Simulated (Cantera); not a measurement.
# Equilibrium for silicon nitride deposition: SiH4 + NH3 + H2

A closed system holds: 1 mol SiH4, 0.62 mol NH3, 3.2 mol H2, held at 32.0 Pa.

Method: chemical equilibrium by Gibbs-energy minimisation in Cantera with the NASA 1993 tables (ideal gas, pure condensed phases). Candidate condensed phases: Si, Si3N4; 18 gas species. The tables' values for SiN are old estimates; treat these amounts as uncertain. Gases not in the tables: Si2H6 and higher silanes. Kinetics and transport are ignored.

| T (K) | x H2 | x N2 | x H | x Si | x SiH | n Si(s) | n Si(l) |
|---|---|---|---|---|---|---|---|
| 1523 | 0.951 | 0.0481 | 0.00126 | 5.63e-5 | 2.87e-6 | 1.000 | 0 |
| 1548 | 0.950 | 0.0481 | 0.00168 | 9.93e-5 | 4.59e-6 | 0.999 | 0 |
| 1573 | 0.950 | 0.0481 | 0.00221 | 0.000172 | 7.21e-6 | 0.999 | 0 |
| 1598 | 0.949 | 0.0481 | 0.00290 | 0.000292 | 1.12e-5 | 0.998 | 0 |
| 1623 | 0.948 | 0.0480 | 0.00376 | 0.000489 | 1.71e-5 | 0.997 | 0 |
| 1648 | 0.946 | 0.0480 | 0.00484 | 0.000805 | 2.58e-5 | 0.994 | 0 |
| 1673 | 0.945 | 0.0479 | 0.00619 | 0.00131 | 3.84e-5 | 0.991 | 0 |
| 1698 | 0.942 | 0.0478 | 0.00785 | 0.00205 | 5.55e-5 | 0 | 0.986 |
| 1723 | 0.939 | 0.0477 | 0.00988 | 0.00307 | 7.66e-5 | 0 | 0.979 |
| 1748 | 0.935 | 0.0476 | 0.0124 | 0.00455 | 0.000105 | 0 | 0.969 |
| 1773 | 0.930 | 0.0474 | 0.0153 | 0.00666 | 0.000142 | 0 | 0.954 |
x: gas mole fraction; n: condensed amount in mol.

From 1523 K to 1673 K the condensed part is Si(s). From 1698 K to 1773 K the condensed part is Si(l). The main Si-bearing gas is Si throughout. The share of Si in condensed phases is highest at 1523 K (100.0 %) and lowest at 1773 K (95.4 %).
